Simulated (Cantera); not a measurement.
Feed: 1 mol Al, 0.59 mol N2, 13 mol H2, held at 1948.15 K and 44.0 Pa.

Method: chemical equilibrium by Gibbs-energy minimisation in Cantera with the NASA 1993 tables (ideal gas, pure condensed phases). Candidate condensed phases: Al, AlN; 13 gas species. The numbers say what is thermodynamically allowed, not how fast it happens.

Base state: H2 0.844, Al 0.0665, H 0.0495, N2 0.0394, AlH 0.000402 (mole fractions); condensed: gas only.

### Question
What changes in the equilibrium state with this change: pressure from 44.0 Pa to 1000 Pa?

### Answer
| species | before | after |
|---|---|---|
| H2 | 0.844 | 0.915 |
| Al | 0.0665 | 0.0439 |
| N2 | 0.0394 | 0.0290 |
| H | 0.0495 | 0.0108 |
| AlH | 0.000402 | 0.00132 |
| AlN(s), mol | 0 | 0.362 |

### Question
What changes in the equilibrium state with this change: pressure from 44.0 Pa to 1330 Pa?

### Answer
| species | before | after |
|---|---|---|
| H2 | 0.844 | 0.934 |
| Al | 0.0665 | 0.0320 |
| N2 | 0.0394 | 0.0231 |
| H | 0.0495 | 0.00947 |
| AlH | 0.000402 | 0.00112 |
| AlN(s), mol | 0 | 0.542 |
